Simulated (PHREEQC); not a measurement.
Make-up at 30 °C: 0.91 mol/kgw HF, 0.0075 mol/kgw NH4F and 7.1e-05 mol/kgw H2SiF6. Closed to the air; pH follows from the charge balance.

Equilibrium calculation in PHREEQC: ion-association model, phreeqc.dat.

Each row changes one thing in this solution. This is a speciation only: nothing precipitates in the calculation.

```
case                                                pH  ionic strength (mol/kgw)
------------------------------------------------  ----  ------------------------
as made                                           1.35                    0.0601
NH4F from 0.0075 to 0.00375 mol/kgw               1.34                         …
NH4F replaced by KHF2 at the same molality        1.35                         …
NH4F left out                                     1.32                         …
H2SiF6 from 7.1e-05 to 1.42e-05 mol/kgw           1.35                    0.0600
H2SiF6 from 7.1e-05 to 6.39e-05 mol/kgw           1.35                    0.0601
NH4F from 0.0075 to 0.00675 mol/kgw               1.35                         …
H2SiF6 replaced by (CH3)4NF at the same molality  1.35                    0.0600
0.024 mol/kgw CO2 added                           1.35                    0.0601
```

Question: Complete the blanks.

Answer: 
- NH4F from 0.0075 to 0.00375 mol/kgw, ionic strength (mol/kgw): 0.0580
- NH4F replaced by KHF2 at the same molality, ionic strength (mol/kgw): 0.0605
- NH4F left out, ionic strength (mol/kgw): 0.0559
- NH4F from 0.0075 to 0.00675 mol/kgw, ionic strength (mol/kgw): 0.0597

Species that the database lacks are ignored. SiF6-2 is the database's only silicon fluoride.
